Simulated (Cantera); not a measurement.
A closed system holds: 1 mol B₂O₃, 3.2 mol H₂O, 0.17 mol H₂, 30 mol NH₃, equilibrated at 1173.15 K and 0.430 bar.

These are equilibrium values from Cantera (NASA tables, ideal gas, pure condensed phases), not measurements of a reactor. Candidate condensed phases: B, BN, B₂O₃, B₃O₃H₃, H₂O; 39 gas species. Gases not in the tables: H₃BO₃. Rates play no part.

Problem. What is the equilibrium state?

Solution. 
```json
{
 "x(H₂)": "0.713",
 "x(N₂)": "0.237",
 "x(H₂O)": "0.0503",
 "x(HBO₂)": "0.000192",
 "x((HBO₂)₃)": "9.56e-5",
 "x(NH₃)": "2.74e-5",
 "n(B₂O₃(l))": "0.985 mol",
 "gas_amount": "63.37 mol",
 "log10 activity of B(s) (absent)": "-7.90",
 "log10 activity of B₃O₃H₃(s) (absent)": "-14.69"
}
```
